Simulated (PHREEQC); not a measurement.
Silver or lead bath with buffer

Solution A (1.3 mmol/kgw PbCl2 and 0.41 mmol/kgw NaNO3) is mixed with solution B (0.011 mol/kgw NaHSO4 and 0.086 mol/kgw Na2SO4) at 20 °C; shares are by mass of water, 1 kg in all. Oxygen alone is held at its pressure in air (log pO2 = -0.68). CO2 from the air is kept out. The run lets Pb(OH)2, Anglesite, Cotunnite, Laurionite, Larnakite, Halite, Mirabilite precipitate or redissolve, and no other solid.

The numbers come from PHREEQC with the ion-association model, wateq4f.dat.

```
share of solution B    pH  Anglesite (mol)  Pb in solution (mol/kgw)  Pb+2 (mol/kgw)  SO4-2 (mol/kgw)
-------------------  ----  ---------------  ------------------------  --------------  ---------------
0                    5.36                0                   0.00130         0.00121                0
0.1                  3.16          0.00115                   1.58e-5         6.61e-6          0.00785
0.2                  2.95          0.00103                   1.39e-5         4.58e-6           0.0162
0.3                  2.84         0.000897                   1.35e-5         3.87e-6           0.0241
0.4                  2.76         0.000767                   1.33e-5         3.47e-6           0.0318
0.5                  2.70         0.000637                   1.33e-5         3.21e-6           0.0392
0.6                  2.66         0.000507                   1.34e-5         3.01e-6           0.0463
0.7                  2.62         0.000377                   1.34e-5         2.86e-6           0.0533
0.8                  2.58         0.000247                   1.35e-5         2.73e-6           0.0602
0.9                  2.56         0.000116                   1.36e-5         2.61e-6           0.0669
1                    2.53                0                         0               0           0.0734
```

Anglesite from share of solution B = 0.1 (pH 3.16), last present at share of solution B = 0.9.

Species that the database lacks are ignored.
